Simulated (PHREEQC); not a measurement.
Model water analysis in mg/kgw, 20 °C, pH 6.74, pe 9.3:

```csv
constituent,mg/kgw
Na,3120
K,57.1
Ca,94.9
Mg,102
Cl,2200
S(6) as SO4,4220
Alkalinity as HCO3,5.89
Cd,16.5
Pb,8.21
N(5) as NO3,2.06
```

Valence states are taken as typed.

Equilibrium calculation in PHREEQC: ion-association model, phreeqc.dat.

Each row changes one thing in this solution. No solid was allowed to form.

```json
[
 {"case": "as made", "ionic strength (mol/kgw)": "0.176", "SO4-2 (mol/kgw)": "0.0344", "Mg+2 (mol/kgw)": "0.00240", "Ca+2 (mol/kgw)": "0.00149", "K+ (mol/kgw)": "0.00137", "Cd+2 (mol/kgw)": "3.38e-5", "SI of Cerussite (PbCO3)": "-0.12", "SI of Anglesite (PbSO4)": "+0.34"},
 {"case": "pH from 6.74 to 7.04 at the same alkalinity", "ionic strength (mol/kgw)": "0.176", "SO4-2 (mol/kgw)": "0.0344", "Mg+2 (mol/kgw)": "0.00240", "Ca+2 (mol/kgw)": "0.00149", "K+ (mol/kgw)": "0.00137", "Cd+2 (mol/kgw)": "3.38e-5", "SI of Cerussite (PbCO3)": "+0.16", "SI of Anglesite (PbSO4)": "+0.33"},
 {"case": "K from 57.1 to 114 mg/kgw", "ionic strength (mol/kgw)": "0.177", "SO4-2 (mol/kgw)": "0.0344", "Mg+2 (mol/kgw)": "0.00240", "Ca+2 (mol/kgw)": "0.00150", "K+ (mol/kgw)": "0.00274", "Cd+2 (mol/kgw)": "3.39e-5", "SI of Cerussite (PbCO3)": "-0.12", "SI of Anglesite (PbSO4)": "+0.34"},
 {"case": "Cl from 2200 to 1100 mg/kgw", "ionic strength (mol/kgw)": "0.160", "SO4-2 (mol/kgw)": "0.0341", "Mg+2 (mol/kgw)": "0.00234", "Ca+2 (mol/kgw)": "0.00146", "K+ (mol/kgw)": "0.00137", "Cd+2 (mol/kgw)": "4.39e-5", "SI of Cerussite (PbCO3)": "-0.08", "SI of Anglesite (PbSO4)": "+0.39"}
]
```

Some of these states are supersaturated (in Anglesite, Pb(OH)2, for instance).
